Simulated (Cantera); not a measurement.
Cantera run:

```python
import numpy as np
import cantera as ct

gas_names = """
    C CH CH2 CH3 CH4 CN C2 C2H C2H2,acetylene C2H2,vinylidene C2H3,vinyl CH3CN C2H4 C2H5 C2H6 CCN CNC
    C2N2 C3 C3H3,propargyl C3H4,allene C3H4,propyne C3H4,cyclo- C3H5,allyl C3H6,propylene C3H6,cyclo-
    C3H7,n-propyl C3H7,i-propyl C3H8 C4 C4H2 C4H4,1,3-cyclo- C4H6,butadiene C4H6,2-butyne C4H6,cyclo-
    C4H8,1-butene C4H8,cis2-buten C4H8,tr2-butene C4H8,isobutene C4H8,cyclo- C4H9,n-butyl C4H9,i-butyl
    C4H9,s-butyl C4H9,t-butyl C4H10,isobutane C4H10,n-butane C4N2 C5 C5H6,1,3cyclo- C5H8,cyclo-
    C5H10,1-pentene C5H10,cyclo- C5H11,pentyl C5H11,t-pentyl C5H12,n-pentane C5H12,i-pentane
    CH3C(CH3)2CH3 C6H2 C6H5,phenyl C6H6 C6H10,cyclo- C6H12,1-hexene C6H12,cyclo- C6H13,n-hexyl
    C7H7,benzyl C7H8 C7H14,1-heptene C7H15,n-heptyl C7H16,n-heptane C8H8,styrene C8H10,ethylbenz
    C8H16,1-octene C8H17,n-octyl C8H18,isooctane C8H18,n-octane C9H19,n-nonyl C10H8,naphthale
    C10H21,n-decyl C12H9,o-bipheny C12H10,bipheny H HCN HCCN HNC H2 N NH NH2 NH3 N2 N2H2 N2H4
""".split()
cond_names = """
    C(gr) C6H6(L) C7H8(L) C8H18(L),n-octa
""".split()


def load(file, names, dense=False):
    # The tables refer to 1 bar. Condensed volumes are neglected.
    table = {s.name: s for s in ct.Species.list_from_file(file)}
    out = []
    for n in names:
        d = dict(table[n].input_data)
        d["thermo"] = dict(d["thermo"], **{"reference-pressure": 1e5})
        if dense:
            d["equation-of-state"] = {"model": "constant-volume", "density": "1e6 g/cm^3"}
        out.append(ct.Species.from_dict(d))
    return out


gas = ct.Solution(thermo="ideal-gas", species=load("nasa_gas.yaml", gas_names))
cond = {s.name: ct.Solution(thermo="fixed-stoichiometry", species=[s], name=s.name)
        for s in load("nasa_condensed.yaml", cond_names, dense=True)}
atoms = {
    'CH4': {'C': 1, 'H': 4},
    'NH3': {'N': 1, 'H': 3},
}
top_T = {'C(gr)': 4500}  # K; cautious upper limits of use, not melting points


def equilibrate(T, P, feed):
    n = {}
    for name, mol in feed.items():
        for a, k in atoms[name].items():
            n[a] = n.get(a, 0.0) + k * mol
    gas.TPX = T, P, n
    mass = sum(n.values()) * gas.mean_molecular_weight
    gas.equilibrate("TP")
    valid = [c for c in cond.values() if c.min_temp <= T <= top_T.get(c.name, c.max_temp)]
    mix = ct.Mixture([(gas, mass / gas.mean_molecular_weight)] + [(c, 0.0) for c in valid])
    mix.T, mix.P = T, P
    mix.equilibrate("TP", solver="vcs", rtol=1e-11, max_steps=5000)
    return mix


results = []
feed = {'CH4': 1, 'NH3': 0.43}  # mol
T = 698.15  # K
P = 2100000  # Pa
mix = equilibrate(T, P, feed)
results.append((T, P, feed, dict(zip(mix.species_names, mix.species_moles))))
print(gas.report(threshold=0.0001))
for i in range(1, mix.n_phases):
    print(f"{mix.phase(i).name:16s} {mix.phase_moles(i):12.5e} mol")
```

Result:

```
       temperature   698.15 K
          pressure   2.1e+06 Pa
           density   4.6031 kg/m^3
  mean mol. weight   12.724 kg/kmol
   phase of matter   gas

                          1 kg             1 kmol
                     ---------------   ---------------
          enthalpy       -2.0158e+06       -2.5649e+07  J
   internal energy        -2.472e+06       -3.1453e+07  J
           entropy             14448        1.8383e+05  J/K
    Gibbs function       -1.2103e+07       -1.5399e+08  J
 heat capacity c_p            3586.9             45639  J/K
 heat capacity c_v            2933.5             37324  J/K

                      mass frac. Y      mole frac. X     chem. pot. / RT
                     ---------------   ---------------   ---------------
               CH4           0.68658           0.54452           -34.219
                H2          0.052602           0.33199           -14.751
               NH3          0.017165          0.012824           -33.718
                N2           0.24365           0.11066           -23.184
     [  +88 minor]        8.8872e-06        3.7604e-06

C(gr)             0.00000e+00 mol
```

Cantera equilibrium calculation (NASA polynomials, part measured and part estimated; ideal gas, pure solids and liquids).
